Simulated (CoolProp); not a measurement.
The fluid at 382.04 K and 0.976 MPa expands adiabatically to 0.312 MPa with isentropic efficiency 0.7. The same conditions are run with several fluids, on thermodynamics alone (safety and materials aside).

The numbers come from the reference Helmholtz-energy equation of state of each fluid (R1233zd(E): Akasaka 2022; R227EA: Lemmon 2016; carbon dioxide: Span 1996; R1132(E): Akasaka 2024; R125: Lemmon 2005) in CoolProp.

Rank R1233zd(E), R227EA, carbon dioxide, R1132(E), R125 by work (kJ/kg), highest first.

carbon dioxide (50.2), R1132(E) (35.4), R125 (19.3), R1233zd(E) (16.2), R227EA (13.3)

```
fluid           final temperature (K)  final density (kg/m³)
--------------  ---------------------  ---------------------
R1233zd(E)                      352.4                   14.9
R227EA                          361.8                   18.4
carbon dioxide                  322.8                   5.18
R1132(E)                        343.2                   7.16
R125                            356.2                   13.0
```
